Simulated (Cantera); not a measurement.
**Thermodynamics of calcination and drying, feed K2CO3 + H2O + O2**

Charge: 1 mol K2CO3, 1.3 mol H2O, 0.12 mol O2, equilibrated at 43.0 Pa.

Cantera equilibrium calculation (NASA polynomials, part measured and part estimated; ideal gas, pure solids and liquids). Candidate condensed phases: C, C6H6, C7H8, C8H18, H2O, K, KOH, KO2, K2CO3, K2O, K2O2; 116 gas species. Rates play no part.

From 973 K to 1173 K the condensed part is K2CO3(s). From 1223 K to 1523 K nothing is condensed. The main K-bearing gas is KOH throughout.

```json
[
 {"T (K)": "973", "x H2O": "0.868", "x KOH": "0.0332", "x CO2": "0.0167", "x K": "1.20e-6", "x O2": "0.0817", "x OH": "1.08e-6", "x K2(OH)2": "0.000103", "x CO": "6.67e-11", "n K2CO3(s)": "0.975"},
 {"T (K)": "1023", "x H2O": "0.789", "x KOH": "0.0891", "x CO2": "0.0448", "x K": "1.13e-5", "x O2": "0.0770", "x OH": "2.71e-6", "x K2(OH)2": "0.000231", "x CO": "1.02e-9", "n K2CO3(s)": "0.930"},
 {"T (K)": "1073", "x H2O": "0.623", "x KOH": "0.206", "x CO2": "0.104", "x K": "8.96e-5", "x O2": "0.0671", "x OH": "5.66e-6", "x K2(OH)2": "0.000428", "x CO": "1.19e-8", "n K2CO3(s)": "0.815"},
 {"T (K)": "1123", "x H2O": "0.357", "x KOH": "0.393", "x CO2": "0.197", "x K": "0.000643", "x O2": "0.0513", "x OH": "9.03e-6", "x K2(OH)2": "0.000591", "x CO": "1.06e-7", "n K2CO3(s)": "0.537"},
 {"T (K)": "1173", "x H2O": "0.110", "x KOH": "0.563", "x CO2": "0.284", "x K": "0.00441", "x O2": "0.0373", "x OH": "9.72e-6", "x K2(OH)2": "0.000502", "x CO": "6.47e-7", "n K2CO3(s)": "0.0574"},
 {"T (K)": "1223", "x H2O": "0.0925", "x KOH": "0.569", "x CO2": "0.290", "x K": "0.0110", "x O2": "0.0376", "x OH": "1.77e-5", "x K2(OH)2": "0.000227", "x CO": "2.14e-6", "n K2CO3(s)": "0"},
 {"T (K)": "1273", "x H2O": "0.0973", "x KOH": "0.553", "x CO2": "0.288", "x K": "0.0220", "x O2": "0.0400", "x OH": "3.45e-5", "x K2(OH)2": "0.000102", "x CO": "6.11e-6", "n K2CO3(s)": "0"},
 {"T (K)": "1323", "x H2O": "0.105", "x KOH": "0.528", "x CO2": "0.284", "x K": "0.0396", "x O2": "0.0439", "x OH": "6.56e-5", "x K2(OH)2": "4.65e-5", "x CO": "1.57e-5", "n K2CO3(s)": "0"},
 {"T (K)": "1373", "x H2O": "0.116", "x KOH": "0.491", "x CO2": "0.278", "x K": "0.0650", "x O2": "0.0496", "x OH": "0.000122", "x K2(OH)2": "2.13e-5", "x CO": "3.67e-5", "n K2CO3(s)": "0"},
 {"T (K)": "1423", "x H2O": "0.130", "x KOH": "0.444", "x CO2": "0.271", "x K": "0.0978", "x O2": "0.0569", "x OH": "0.000221", "x K2(OH)2": "9.59e-6", "x CO": "7.93e-5", "n K2CO3(s)": "0"},
 {"T (K)": "1473", "x H2O": "0.147", "x KOH": "0.388", "x CO2": "0.262", "x K": "0.136", "x O2": "0.0655", "x OH": "0.000387", "x K2(OH)2": "4.23e-6", "x CO": "0.000160", "n K2CO3(s)": "0"},
 {"T (K)": "1523", "x H2O": "0.165", "x KOH": "0.329", "x CO2": "0.253", "x K": "0.178", "x O2": "0.0748", "x OH": "0.000656", "x K2(OH)2": "1.81e-6", "x CO": "0.000307", "n K2CO3(s)": "0"}
]
```
x: gas mole fraction; n: condensed amount in mol.
